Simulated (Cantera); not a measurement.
Standard-state values (1 bar) from the NASA 1993 polynomials, evaluated with Cantera. Values are per mole of reaction as written; species without (g) are pure solids or liquids, kept so even where they would boil at 1 bar.

### Question
Between 1925 and 2525 K, where is each reaction favourable under standard conditions?
- N(g) + Al(g) ⇌ AlN

### Answer
- N(g) + Al(g) ⇌ AlN: ΔG° is -548 kJ at 1925 K and -373 kJ at 2525 K; it stays negative (K > 1). ΔH° is -1106 kJ and ΔS° -290 J/K at 2525 K.
